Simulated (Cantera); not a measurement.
Feed: 1 mol CaCl2, 9.5 mol O2, a varied amount of N2, held at 1725 °C and 1.33 mbar.

These are equilibrium values from Cantera (NASA tables, ideal gas, pure condensed phases), not measurements of a reactor. Candidate condensed phases: Ca, CaCl2, CaO; 17 gas species. Condensed phases not in the tables: oxide chlorides. Equilibrium is a limit: real reactors are often held back by kinetics, nucleation or transport.

Task: What share of the Ca ends up in condensed phases as a function of n(N2) (mol), at 1, 1.8, 3.3, 5.9, 11, 19, 34, 61, 110?

Result: 
| n(N2) (mol) | Ca condensed (%) | as |
|---|---|---|
| 1 | 41.5 | CaO(s) |
| 1.8 | 41.9 | CaO(s) |
| 3.3 | 42.8 | CaO(s) |
| 5.9 | 44.1 | CaO(s) |
| 11 | 46.2 | CaO(s) |
| 19 | 48.6 | CaO(s) |
| 34 | 51.9 | CaO(s) |
| 61 | 55.7 | CaO(s) |
| 110 | 59.9 | CaO(s) |
